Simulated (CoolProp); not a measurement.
The numbers come from the reference Helmholtz-energy equation of state, Younglove 1994 in CoolProp. It is a modified Benedict-Webb-Rubin equation, recast in Helmholtz form.

Question: For R123, give the phase and the conductivity (mW/(m K)), fugacity coefficient at -31.85 °C and 0.0825 MPa; -31.85 °C and 0.128 MPa; -31.85 °C and 0.2 MPa.

Answer: 
- -31.85 °C and 0.0825 MPa: liquid; conductivity 93.6, fugacity coefficient 0.0729
- -31.85 °C and 0.128 MPa: liquid; conductivity 93.6, fugacity coefficient 0.0471
- -31.85 °C and 0.2 MPa: liquid; conductivity 93.6, fugacity coefficient 0.0303

Thermal conductivity comes from a separate model (Laesecke 1996).
